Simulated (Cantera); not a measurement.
A Cantera script and what it prints.

```python
import numpy as np
import cantera as ct

gas_names = [...]  # 110 gases of nasa_gas.yaml made of C, H, O
cond_names = """
    C(gr) C6H6(L) C7H8(L) C8H18(L),n-octa H2O(s) H2O(L)
""".split()


# ... load() reads the species with a 1 bar reference pressure and builds the phases ...
atoms = {
    'C': {'C': 1},
    'H2O': {'H': 2, 'O': 1},
}
top_T = {'C(gr)': 4500}  # K; cautious upper limits of use, not melting points


# ... equilibrate(T, P, feed) seeds the gas with the atoms and calls Mixture.equilibrate('TP', solver="vcs", rtol=1e-11, max_steps=5000) ...
results = []
feed = {'C': 1, 'H2O': 0.85}  # mol
P = 440  # Pa
for T in [2448, 2498, 2548, 2598, 2648, 2698, 2748, 2798, 2848, 2898, 2948, 2998]:
    mix = equilibrate(T, P, feed)
    results.append((T, P, feed, dict(zip(mix.species_names, mix.species_moles))))

top = {s: max(r[3][s] / sum(r[3][g] for g in gas_names) for r in results) for s in gas_names}
cols = sorted((s for s in top if top[s] > 0.001), key=lambda s: -top[s])[:5]
seen = [c for c in cond_names if any(r[3].get(c, 0) > 1e-12 for r in results)]
print("log10 of partial pressures in bar; condensed amounts in mol")
print(f"{'T/K':>10s}" + "".join(f"{s[:9]:>10s}" for s in cols + seen))
for T, P, feed, n in results:
    ng = sum(n[g] for g in gas_names)
    print(f"{T:10.4g}" + "".join(f"{np.log10(max(n[s] / ng * P / 1e5, 1e-99)):10.3f}" for s in cols)
          + "".join(f"{n.get(c, 0):10.4g}" for c in seen))
```

Output:

```
log10 of partial pressures in bar; condensed amounts in mol
       T/K         H        CO        H2        C3         C     C(gr)
      2448    -3.100    -2.699    -2.799    -6.663    -7.096    0.1375
      2498    -3.020    -2.708    -2.833    -6.317    -6.791    0.1348
      2548    -2.947    -2.717    -2.875    -5.986    -6.498    0.1315
      2598    -2.881    -2.728    -2.924    -5.667    -6.216    0.1272
      2648    -2.823    -2.740    -2.980    -5.361    -5.945    0.1209
      2698    -2.772    -2.752    -3.046    -5.067    -5.684     0.111
      2748    -2.728    -2.765    -3.120    -4.784    -5.433   0.09432
      2798    -2.692    -2.778    -3.203    -4.511    -5.191   0.06524
      2848    -2.663    -2.791    -3.296    -4.249    -4.957   0.01374
      2898    -2.638    -2.802    -3.391    -4.193    -4.797         0
      2948    -2.617    -2.811    -3.490    -4.196    -4.662         0
      2998    -2.601    -2.818    -3.593    -4.209    -4.535         0
```

Method: chemical equilibrium by Gibbs-energy minimisation in Cantera with the NASA 1993 tables (ideal gas, pure condensed phases).
